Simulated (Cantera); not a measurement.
Input: 1 mol MgO, 1.6 mol SO₃, 5.7 mol O₂, equilibrated at 0.133 bar.

These are equilibrium values from Cantera (NASA tables, ideal gas, pure condensed phases), not measurements of a reactor. Candidate condensed phases: Mg, MgO, MgS, MgSO₄, S; 14 gas species. Rates play no part.

Problem. At 1002 °C, list the 3 most abundant gas species with their mole fractions, and the condensed phases.

Solution. O₂ 0.802, SO₂ 0.189, SO₃ 0.00901. Condensed: MgO(s).
